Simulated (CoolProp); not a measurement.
Vapour-liquid equilibrium of CH2F2 (R32) (1) + R152A (2) at 0.141 bar; x and y are mole fractions of (1).

Values from CoolProp's multi-fluid Helmholtz-energy mixture model, Tillner-Roth 1997 and Outcalt 1996; pair parameters Bell 2016.

```json
[
 {"x": "0.05", "bubble temperature, mixture model (°C)": "-63.6", "bubble temperature, Raoult's law (°C)": "-63.4", "y, mixture model": "(withheld)", "y, Raoult's law": "0.190"},
 {"x": "0.125", "bubble temperature, mixture model (°C)": "(withheld)", "bubble temperature, Raoult's law (°C)": "-66.5", "y, mixture model": "0.410", "y, Raoult's law": "0.395"},
 {"x": "0.2", "bubble temperature, mixture model (°C)": "-69.7", "bubble temperature, Raoult's law (°C)": "-69.2", "y, mixture model": "0.551", "y, Raoult's law": "0.539"},
 {"x": "0.275", "bubble temperature, mixture model (°C)": "-71.9", "bubble temperature, Raoult's law (°C)": "-71.4", "y, mixture model": "0.652", "y, Raoult's law": "0.644"},
 {"x": "0.35", "bubble temperature, mixture model (°C)": "(withheld)", "bubble temperature, Raoult's law (°C)": "-73.4", "y, mixture model": "0.728", "y, Raoult's law": "0.724"},
 {"x": "0.425", "bubble temperature, mixture model (°C)": "-75.5", "bubble temperature, Raoult's law (°C)": "-75.1", "y, mixture model": "0.786", "y, Raoult's law": "0.785"},
 {"x": "0.5", "bubble temperature, mixture model (°C)": "-77.0", "bubble temperature, Raoult's law (°C)": "-76.6", "y, mixture model": "0.832", "y, Raoult's law": "0.834"},
 {"x": "0.575", "bubble temperature, mixture model (°C)": "-78.3", "bubble temperature, Raoult's law (°C)": "-78.0", "y, mixture model": "0.870", "y, Raoult's law": "0.873"},
 {"x": "0.65", "bubble temperature, mixture model (°C)": "-79.5", "bubble temperature, Raoult's law (°C)": "-79.3", "y, mixture model": "0.901", "y, Raoult's law": "0.905"},
 {"x": "0.725", "bubble temperature, mixture model (°C)": "-80.6", "bubble temperature, Raoult's law (°C)": "-80.4", "y, mixture model": "0.928", "y, Raoult's law": "0.932"},
 {"x": "0.8", "bubble temperature, mixture model (°C)": "-81.6", "bubble temperature, Raoult's law (°C)": "-81.5", "y, mixture model": "0.951", "y, Raoult's law": "0.955"},
 {"x": "0.875", "bubble temperature, mixture model (°C)": "-82.5", "bubble temperature, Raoult's law (°C)": "-82.4", "y, mixture model": "0.971", "y, Raoult's law": "0.974"},
 {"x": "0.95", "bubble temperature, mixture model (°C)": "-83.4", "bubble temperature, Raoult's law (°C)": "-83.3", "y, mixture model": "0.989", "y, Raoult's law": "0.990"}
]
```

### Question
What belongs in the gaps?

### Answer

- 0.05, y, mixture model: 0.201
- 0.125, bubble temperature, mixture model (°C): -67.0
- 0.35, bubble temperature, mixture model (°C): -73.9

The largest gap from Raoult's law is -0.5 K in bubble temperature, at x = 0.275. No azeotrope shows between x = 0.05 and 0.95.

Pair parameters are fitted to limited data, so mixtures are less certain than the pure fluids.
